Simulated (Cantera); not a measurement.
## Zr + H2O + H2 + N2O (tantalum, niobium, vanadium and zirconium in process gases)

Input: 1 mol Zr, 0.023 mol H2O, 360 mol H2, 0.31 mol N2O, at 100000 Pa.

Method: chemical equilibrium by Gibbs-energy minimisation in Cantera with the NASA 1993 tables (ideal gas, pure condensed phases). Candidate condensed phases: H2O, Zr, ZrN, ZrO2; 28 gas species. Mutual solubility and eutectic melting of coexisting phases are not modelled. ZrN: taken at fixed stoichiometry. Condensed phases not in the tables: solid solutions among these carbides, nitrides and lower oxides, N, O or C dissolved in the metal. Rates play no part.

```json
[
 {"T (°C)": "1050", "x H2": "1.000", "x H": "1.59e-6", "x ZrO": "<1e-12", "x H2O": "1.36e-10", "x N2": "<1e-12", "x Zr": "<1e-12", "x ZrO2": "<1e-12", "n Zr(β)": "0.213", "n ZrN(s)": "0.620", "n ZrO2(monoclinic)": "0.167", "n ZrO2(tetragonal)": "0", "n Zr(l)": "0", "n ZrO2(s)": "0"},
 {"T (°C)": "1250", "x H2": "1.000", "x H": "2.31e-5", "x ZrO": "<1e-12", "x H2O": "4.56e-9", "x N2": "<1e-12", "x Zr": "<1e-12", "x ZrO2": "<1e-12", "n Zr(β)": "0.214", "n ZrN(s)": "0.620", "n ZrO2(monoclinic)": "0", "n ZrO2(tetragonal)": "0.166", "n Zr(l)": "0", "n ZrO2(s)": "0"},
 {"T (°C)": "1450", "x H2": "1.000", "x H": "0.000182", "x ZrO": "1.35e-10", "x H2O": "6.52e-8", "x N2": "<1e-12", "x Zr": "7.26e-12", "x ZrO2": "<1e-12", "n Zr(β)": "0.214", "n ZrN(s)": "0.620", "n ZrO2(monoclinic)": "0", "n ZrO2(tetragonal)": "0.166", "n Zr(l)": "0", "n ZrO2(s)": "0"},
 {"T (°C)": "1650", "x H2": "0.999", "x H": "0.000942", "x ZrO": "1.18e-8", "x H2O": "5.32e-7", "x N2": "5.54e-11", "x Zr": "5.76e-10", "x ZrO2": "5.13e-12", "n Zr(β)": "0.214", "n ZrN(s)": "0.620", "n ZrO2(monoclinic)": "0", "n ZrO2(tetragonal)": "0.166", "n Zr(l)": "0", "n ZrO2(s)": "0"},
 {"T (°C)": "1850", "x H2": "0.996", "x H": "0.00358", "x ZrO": "4.37e-7", "x H2O": "2.91e-6", "x N2": "3.72e-9", "x Zr": "2.00e-8", "x ZrO2": "4.91e-10", "n Zr(β)": "0.214", "n ZrN(s)": "0.620", "n ZrO2(monoclinic)": "0", "n ZrO2(tetragonal)": "0.166", "n Zr(l)": "0", "n ZrO2(s)": "0"},
 {"T (°C)": "2050", "x H2": "0.989", "x H": "0.0108", "x ZrO": "8.13e-6", "x H2O": "1.24e-5", "x N2": "1.46e-7", "x Zr": "3.36e-7", "x ZrO2": "2.11e-8", "n Zr(β)": "0", "n ZrN(s)": "0.620", "n ZrO2(monoclinic)": "0", "n ZrO2(tetragonal)": "0.163", "n Zr(l)": "0.214", "n ZrO2(s)": "0"},
 {"T (°C)": "2250", "x H2": "0.972", "x H": "0.0274", "x ZrO": "9.38e-5", "x H2O": "4.17e-5", "x N2": "3.21e-6", "x Zr": "3.59e-6", "x ZrO2": "4.93e-7", "n Zr(β)": "0", "n ZrN(s)": "0.618", "n ZrO2(monoclinic)": "0", "n ZrO2(tetragonal)": "0.142", "n Zr(l)": "0.205", "n ZrO2(s)": "0"},
 {"T (°C)": "2450", "x H2": "0.939", "x H": "0.0600", "x ZrO": "0.000745", "x H2O": "0.000115", "x N2": "4.46e-5", "x Zr": "2.68e-5", "x ZrO2": "7.16e-6", "n Zr(β)": "0", "n ZrN(s)": "0.587", "n ZrO2(monoclinic)": "0", "n ZrO2(tetragonal)": "0", "n Zr(l)": "0.120", "n ZrO2(s)": "0.00362"}
]
```
x: gas mole fraction; n: condensed amount in mol.

At 1050 °C the condensed part is Zr(β) + ZrN(s) + ZrO2(monoclinic). From 1250 °C to 1850 °C the condensed part is Zr(β) + ZrN(s) + ZrO2(tetragonal). From 2050 °C to 2250 °C the condensed part is Zr(l) + ZrN(s) + ZrO2(tetragonal). At 2450 °C the condensed part is Zr(l) + ZrN(s) + ZrO2(s).
